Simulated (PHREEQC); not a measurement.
0.23 g of hydrous ferric oxide (600 m²/g; 0.2 weak and 0.005 strong sites per Fe, Dzombak-Morel constants, diffuse double layer) in 1 kg of water with 0.1 mol/kgw of an inert sodium salt and 0.063 mmol/kgw MgCl2, at 25 °C; the pH is set by adding NaOH or the inert anion's acid. Oxygen alone is held at its pressure in air (log pO2 = -0.68). No CO2 enters from the air. Precipitation was switched off in this run.

All values are PHREEQC results (ion-association model, wateq4f.dat), not measurements.

```csv
pH,Mg sorbed (%),surface charge σ (C/m²),surface potential ψ (mV)
4,0.0,0.321,146
4.67,0.0,0.253,135
5.33,0.0,0.177,116
6,0.0,0.111,93
6.67,0.1,0.063,67
7.33,1.9,0.030,?
8,22.5,0.006,8
8.67,76.8,-0.013,?
9.33,97.6,-0.038,-46
10,99.8,?,-74
10.67,100.0,-0.126,?
11.33,100.0,-0.187,-119
12,100.0,-0.244,-130
```

Q: Complete the blanks.

A: 
- 7.33, surface potential ψ (mV): 38
- 8.67, surface potential ψ (mV): -18
- 10, surface charge σ (C/m²): -0.075
- 10.67, surface potential ψ (mV): -99

Species that the database lacks are ignored.
